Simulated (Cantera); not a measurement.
A closed system holds: 1 mol SiC, 1 mol N2O, 16 mol N2, equilibrated at 0.133 bar.

Cantera equilibrium calculation (NASA polynomials, part measured and part estimated; ideal gas, pure solids and liquids). Candidate condensed phases: C, Si, SiC, SiO2, Si2N2O, Si3N4; 34 gas species. Mutual solubility and eutectic melting of coexisting phases are not modelled. The numbers say what is thermodynamically allowed, not how fast it happens. All values below are at 1848 K.

Base state: N2 0.958, CO 0.0364, SiO 0.00531 (mole fractions); condensed: SiC(s) + Si2N2O(s).

Question: What changes in the equilibrium state with this change: pressure from 0.133 bar to 13.3 mbar?

Answer: 
```json
[
 {"species": "N2", "before": "0.958", "after": "0.944"},
 {"species": "CO", "before": "0.0364", "after": "0.0279"},
 {"species": "SiO", "before": "0.00531", "after": "0.0277"},
 {"species": "Si", "before": "6.72e-6", "after": "0.000175"},
 {"species": "SiC(s), mol", "before": "0.364", "after": "0.498"},
 {"species": "Si2N2O(s), mol", "before": "0.271", "after": "0"}
]
```
